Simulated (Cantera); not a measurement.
An isothermal, constant-pressure homogeneous reactor starts with H₂ : O₂ = 0.028 : 1 (molar parts), equivalence ratio 0.014, at 1350 K and 20.0 Torr.

Cantera simulation using the H2/O2 subset of GRI-Mech 3.0, which has no nitrogen chemistry; the numbers are that mechanism's predictions, not measurements. Radical loss at walls, strong at low pressure, is not modelled.

x: mole fraction; the columns are a selection and need not sum to one.

```json
[
 {"t (s)": "7.00e-5", "x H₂": "0.0272", "x O₂": "0.973", "x O": "4.82e-8", "x OH": "4.19e-8", "x H": "1.78e-8", "x H₂O₂": "2.07e-11"},
 {"t (s)": "0.000188", "x H₂": "0.0272", "x O₂": "0.973", "x O": "3.91e-7", "x OH": "3.16e-7", "x H": "9.96e-8", "x H₂O₂": "1.44e-10"},
 {"t (s)": "0.000504", "x H₂": "0.0272", "x O₂": "0.973", "x O": "2.88e-5", "x OH": "2.29e-5", "x H": "6.85e-6", "x H₂O₂": "1.00e-9"},
 {"t (s)": "0.00135", "x H₂": "0.00136", "x O₂": "0.950", "x O": "0.0191", "x OH": "0.00439", "x H": "0.00274", "x H₂O₂": "1.22e-7"},
 {"t (s)": "0.00363", "x H₂": "0.000259", "x O₂": "0.950", "x O": "0.0203", "x OH": "0.00295", "x H": "0.00187", "x H₂O₂": "6.65e-8"},
 {"t (s)": "0.00973", "x H₂": "0.000218", "x O₂": "0.954", "x O": "0.0169", "x OH": "0.00271", "x H": "0.00142", "x H₂O₂": "6.44e-8"},
 {"t (s)": "0.0261", "x H₂": "___", "x O₂": "0.960", "x O": "___", "x OH": "___", "x H": "___", "x H₂O₂": "___"},
 {"t (s)": "0.0700", "x H₂": "6.17e-5", "x O₂": "0.967", "x O": "0.00455", "x OH": "0.00145", "x H": "0.000203", "x H₂O₂": "4.41e-8"},
 {"t (s)": "0.188", "x H₂": "1.61e-5", "x O₂": "0.971", "x O": "0.00117", "x OH": "0.000744", "x H": "2.67e-5", "x H₂O₂": "2.45e-8"},
 {"t (s)": "0.504", "x H₂": "3.21e-6", "x O₂": "0.972", "x O": "0.000233", "x OH": "0.000333", "x H": "2.37e-6", "x H₂O₂": "9.92e-9"},
 {"t (s)": "1.35", "x H₂": "6.44e-7", "x O₂": "0.972", "x O": "4.66e-5", "x OH": "0.000149", "x H": "2.13e-7", "x H₂O₂": "3.31e-9"},
 {"t (s)": "3.63", "x H₂": "1.52e-7", "x O₂": "0.972", "x O": "1.11e-5", "x OH": "7.28e-5", "x H": "2.46e-8", "x H₂O₂": "1.08e-9"},
 {"t (s)": "9.73", "x H₂": "___", "x O₂": "0.972", "x O": "___", "x OH": "___", "x H": "___", "x H₂O₂": "4.57e-10"},
 {"t (s)": "26.1", "x H₂": "3.56e-8", "x O₂": "0.972", "x O": "2.59e-6", "x OH": "3.53e-5", "x H": "2.80e-9", "x H₂O₂": "3.55e-10"},
 {"t (s)": "70.0", "x H₂": "3.52e-8", "x O₂": "0.972", "x O": "2.56e-6", "x OH": "3.51e-5", "x H": "2.76e-9", "x H₂O₂": "3.52e-10"}
]
```

Question: Fill in the missing entries.

Answer: 
- 0.0261, x H₂: 0.000144
- 0.0261, x O: 0.0109
- 0.0261, x OH: 0.00221
- 0.0261, x H: 0.000746
- 0.0261, x H₂O₂: 5.83e-8
- 9.73, x H₂: 5.10e-8
- 9.73, x O: 3.71e-6
- 9.73, x OH: 4.22e-5
- 9.73, x H: 4.80e-9
